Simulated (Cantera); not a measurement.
A diamond (100) surface in a fixed gas of H2 with x(CH4) = 0.0025, x(H) = 0.031, x(CH3) = 4.9e-05, 54.8 Torr; coverages are run to steady state.

Computed with Cantera and the Harris–Goodwin 1993 mechanism for the reconstructed diamond (100) surface.

θ: site fractions in the mechanism's names (c6HH fully hydrogenated, c6H* and c6*H radical sites, c6** diradical, c6HM methylated).

```
T (K)  growth (µm/h)  θ c6HH  θ c6H*  θ c6*H   θ c6**    θ c6HM
-----  -------------  ------  ------  ------  -------  --------
925             1.30   0.666  0.0126   0.314  0.00552   0.00119
975             1.69   0.619  0.0166   0.355  0.00823  0.000960
1025               ?   0.573       ?   0.393        ?         ?
1075            2.55   0.531  0.0259   0.426   0.0161  0.000628
1125            2.92   0.491  0.0310   0.456   0.0214  0.000500
1175            3.12   0.455       ?   0.481        ?         ?
1225            2.99   0.421  0.0417   0.502   0.0348  0.000261
1275            2.53   0.391  0.0471   0.519   0.0429  0.000156
1325            2.00   0.363  0.0524   0.533   0.0517   8.15e-5
1375            1.62   0.338  0.0577   0.543   0.0614   3.88e-5
```

What belongs in the gaps?


- 1025, growth (µm/h): 2.11
- 1025, θ c6H*: 0.0210
- 1025, θ c6**: 0.0117
- 1025, θ c6HM: 0.000777
- 1175, θ c6H*: 0.0363
- 1175, θ c6**: 0.0276
- 1175, θ c6HM: 0.000379
